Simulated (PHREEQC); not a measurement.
# Ultrapure water in contact with air or piping: an equilibrium model

Model water analysis in mg/L, 40 °C, pH 6.49, pe 12.6:

| constituent | mg/L |
|---|---|
| Na | 0.0329 |
| K | 0.00162 |
| Ca | 0.0171 |
| Mg | 0.0232 |
| Cl | 0.0657 |
| S(6) as SO4 | 0.029 |
| Alkalinity as HCO3 | 0.057 |
| Cu(2) | 0.000434 |
| Zn | 3.63e-05 |
| Si as SiO2 | 0.00112 |

Valence states are taken as typed.

Computed with PHREEQC (ion-association model, phreeqc.dat).

No solid was allowed to form.

Problem. Predict the charge-balance error.

Solution. charge-balance error 10.4 %.

Problem. In which forms is Cu present?

Solution. Cu+2 81 %, Cu(OH)2 16 %, CuOH+ 2.5 % of the Cu.

Complexes and solids missing from the database can't appear. Constants without temperature data keep their 25 °C values here. The database's constant for dissolved Cu(OH)2 is higher than later reviews accept.
